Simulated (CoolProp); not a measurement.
Values from CoolProp's reference Helmholtz-energy equation of state, Outcalt 1996. It is a modified Benedict-Webb-Rubin equation, recast in Helmholtz form.

### Question
For R152A, give the phase and the cp (kJ/(kg K)), viscosity (µPa s) at 342.9 K and 52.6 bar.

### Answer
- 342.9 K and 52.6 bar: liquid; cp 2.01, viscosity 105

Viscosity comes from a separate model (Bell 2016), an estimate that may be off by 10 % or more.
